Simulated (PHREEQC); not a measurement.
Dissolve 3 mmol/kgw HCl, 0.081 mmol/kgw CuSO4 and 0.54 mmol/kgw Fe2(SO4)3 at 25 °C. Closed to the air; pH follows from the charge balance.

Computed with PHREEQC (ion-association model, phreeqc.dat).

```json
[
 {"quantity": "pH", "before": "2.54", "after": "2.54"},
 {"quantity": "ionic strength (mol/kgw)", "before": "0.00667", "after": "0.00970"},
 {"quantity": "SO4-2 (mol/kgw)", "before": "0.000875", "after": "0.000897"},
 {"quantity": "FeSO4+ (mol/kgw)", "before": "0.000606", "after": "0.000580"},
 {"quantity": "FeOH+2 (mol/kgw)", "before": "0.000256", "after": "0.000267"},
 {"quantity": "HSO4- (mol/kgw)", "before": "0.000190", "after": "0.000185"},
 {"quantity": "SI of Goethite (FeOOH)", "before": "+4.53", "after": "+4.53"},
 {"quantity": "SI of Hematite (Fe2O3)", "before": "+11.07", "after": "+11.07"}
]
```

Task: Which change was made?
A) 0.0029 mol/kgw KNO3 added
B) CuSO4 from 8.1e-05 to 7.29e-05 mol/kgw
C) temperature from 25 to 80 °C
D) HCl from 0.003 to 0.015 mol/kgw

Result: A, 0.0029 mol/kgw KNO3 added

No solid was allowed to form. Some of these states are supersaturated (in Hematite (slow to form), Goethite (slow to form), Jarosite-K, for instance).
